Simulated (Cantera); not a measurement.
Input: 1 mol trisilylamine, 1.9 mol NH₃, equilibrated at 0.220 bar.

Equilibrium computed with Cantera from the NASA thermochemical tables; the gas is ideal and each condensed phase is pure. Candidate condensed phases: Si, Si₃N₄; 18 gas species. The feed counts by its element totals alone. Mutual solubility and eutectic melting of coexisting phases are not modelled. Gases not in the tables: Si₂H₆ and higher silanes. Kinetics and transport are ignored. All values below are at 1748 K.

Base state: H₂ 0.983, N₂ 0.0167, H 0.000483, SiH₂ 2.02e-5 (mole fractions); condensed: Si(l) + Si₃N₄(s).

Q: What changes in the equilibrium state with this change: pressure from 0.220 bar to 28.0 mbar?

A: 
```
species          before    after
-------------  --------  -------
H₂                0.983    0.867
N₂               0.0167    0.131
H              0.000483  0.00127
Si              6.62e-6  5.20e-5
SiH             4.09e-6  1.08e-5
SiH₂            2.02e-5  1.78e-5
Si(l), mol         1.01     2.49
Si₃N₄(s), mol     0.663    0.170
```
